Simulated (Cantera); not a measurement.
A diamond (100) surface in a fixed gas of H2 with x(CH4) = 0.0052, x(H) = 0.00091, x(CH3) = 1.3e-05, at 1175 K; coverages are run to steady state.

Computed with Cantera and the Harris–Goodwin 1993 mechanism for the reconstructed diamond (100) surface.

θ: site fractions in the mechanism's names (c6HH fully hydrogenated, c6H* and c6*H radical sites, c6** diradical, c6HM methylated).

| P (Pa) | growth (µm/h) | θ c6HH | θ c6H* | θ c6*H | θ c6** | θ c6HM |
|---|---|---|---|---|---|---|
| 840 | ___ | 0.479 | 0.0346 | 0.466 | 0.0205 | 6.38e-5 |
| 1300 | ___ | 0.479 | 0.0346 | 0.466 | 0.0205 | 9.82e-5 |
| 2000 | ___ | 0.479 | 0.0346 | 0.466 | 0.0205 | 0.000149 |
| 3100 | ___ | 0.478 | 0.0346 | 0.466 | 0.0205 | 0.000226 |
| 4800 | ___ | 0.478 | 0.0346 | 0.466 | 0.0205 | 0.000339 |
| 7400 | ___ | 0.478 | 0.0346 | 0.466 | 0.0205 | 0.000497 |
| 11000 | ___ | 0.478 | 0.0346 | 0.466 | 0.0205 | 0.000692 |
| 18000 | ___ | 0.478 | 0.0346 | 0.465 | 0.0205 | 0.00101 |

**Question.** Some entries are withheld; supply them.

**Answer.** 
- 840, growth (µm/h): 0.00668
- 1300, growth (µm/h): 0.0118
- 2000, growth (µm/h): 0.0214
- 3100, growth (µm/h): 0.0405
- 4800, growth (µm/h): 0.0793
- 7400, growth (µm/h): 0.158
- 11000, growth (µm/h): 0.301
- 18000, growth (µm/h): 0.666
